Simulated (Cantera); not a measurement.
Feed: 1 mol Si, 0.48 mol O₂, 1.3 mol H₂, 0.023 mol N₂O, held at 2025 K and 1 atm.

Method: chemical equilibrium by Gibbs-energy minimisation in Cantera with the NASA 1993 tables (ideal gas, pure condensed phases). Candidate condensed phases: H₂O, Si, SiO₂, Si₂N₂O, Si₃N₄; 35 gas species. Each liquid is taken as pure. Mutual solubility and eutectic melting of coexisting phases are not modelled. The tables hold silica as quartz up to 1696 K and as liquid above; real silica turns to tridymite and cristobalite and melts near 1996 K. Gases not in the tables: Si₂H₆ and higher silanes. Kinetics and transport are ignored.

Base state: H₂ 0.595, SiO 0.399, N₂ 0.00420, H 0.00147, H₂O 0.000156, SiH₂ 7.27e-5, Si 5.75e-5, SiH 2.86e-5 (mole fractions); condensed: Si(l) + SiO₂(l) + Si₂N₂O(s).

### Question
What changes in the equilibrium state with this change: temperature from 2025 K to 2123 K?

### Answer
```
species          before     after
--------------  -------  --------
H₂                0.595     0.561
SiO               0.399     0.426
N₂              0.00420   0.00996
Si              5.75e-5  0.000168
SiH             2.86e-5   6.54e-5
Si(l), mol       0.0521    0.0164
SiO₂(l), mol     0.0490         0
Si₂N₂O(s), mol   0.0138         0
```

### Question
What changes in the equilibrium state with this change: N₂O from 0.023 to 0.089 mol?

### Answer
```tsv
species	before	after
H₂	0.595	0.638
SiO	0.399	0.354
N₂	0.00420	0.00602
Si	5.75e-5	4.52e-5
SiH	2.86e-5	2.33e-5
H₂O	0.000156	0.000188
SiH₂	7.27e-5	6.14e-5
H	0.00147	0.00153
Si(l), mol	0.0521	0
SiO₂(l), mol	0.0490	0.126
Si₂N₂O(s), mol	0.0138	0.0768
```
